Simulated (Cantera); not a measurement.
Predominance diagram of Zr at 750 K against the partial pressures of O₂ and N₂ (log10, bar). Source: NASA polynomial tables (part measured, part estimated), evaluated in Cantera. Candidates: Zr(α), ZrN(s), ZrO₂(monoclinic). Only these pure phases compete in this equilibrium. ZrN: taken at fixed stoichiometry.

```
log p(N₂) \ log p(O₂)
        columns: -54, -51, -48, -45, -42, -39, -36, -33, -30, -27, -24, -21, -18, -15, -12, -9, -6, -3, 0
      0  A A A B B B B B B B B B B B B B B B B
   -2.9  A A A B B B B B B B B B B B B B B B B
   -5.8  A A B B B B B B B B B B B B B B B B B
   -8.7  A A B B B B B B B B B B B B B B B B B
  -11.6  A B B B B B B B B B B B B B B B B B B
  -14.4  A B B B B B B B B B B B B B B B B B B
  -17.3  B B B B B B B B B B B B B B B B B B B
  -20.2  B B B B B B B B B B B B B B B B B B B
  -23.1  B B B B B B B B B B B B B B B B B B B
    -26  B B B B B B B B B B B B B B B B B B B
```

A: ZrN(s); B: ZrO₂(monoclinic).
